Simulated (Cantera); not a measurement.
V2O3 + H2 + N2 (hydrogen reduction and annealing atmospheres)

Input: 1 mol V2O3, a varied amount of H2, 3.5 mol N2, at 1052 °C and 840000 Pa.

Cantera equilibrium calculation (NASA polynomials, part measured and part estimated; ideal gas, pure solids and liquids). Candidate condensed phases: H2O, V, VN, VO, V2O3, V2O4, V2O5; 28 gas species. Mutual solubility and eutectic melting of coexisting phases are not modelled. VN: taken at fixed stoichiometry. Condensed phases not in the tables: the oxides between V2O3 and V2O5 other than VO2, V2N. Rates play no part.

| n(H2) (mol) | x H2 | x N2 | x H2O | x NH3 | x H | n VN(s) | n V2O3(s) |
|---|---|---|---|---|---|---|---|
| 5.5 | 0.604 | 0.387 | 0.00907 | 0.000276 | 4.38e-7 | 0.0542 | 0.973 |
| 13 | 0.781 | 0.210 | 0.00956 | 0.000298 | 4.99e-7 | 0.105 | 0.948 |
| 33 | 0.898 | 0.0933 | 0.00839 | 0.000246 | 5.35e-7 | 0.204 | 0.898 |
| 80 | 0.953 | 0.0397 | 0.00670 | 0.000175 | 5.51e-7 | 0.372 | 0.814 |
| 200 | 0.979 | 0.0155 | 0.00503 | 0.000114 | 5.58e-7 | 0.681 | 0.659 |
| 480 | 0.990 | 0.00598 | 0.00370 | 7.20e-5 | 5.61e-7 | 1.19 | 0.404 |
| 1200 | 0.995 | 0.00206 | 0.00249 | 4.26e-5 | 5.63e-7 | 2.00 | 0 |
| 2800 | 0.998 | 0.000878 | 0.00107 | 2.79e-5 | 5.64e-7 | 2.00 | 0 |
x: gas mole fraction; n: condensed amount in mol.

From 5.5 mol H2 to 480 mol H2 the condensed part is VN(s) + V2O3(s). From 1200 mol H2 to 2800 mol H2 the condensed part is VN(s).
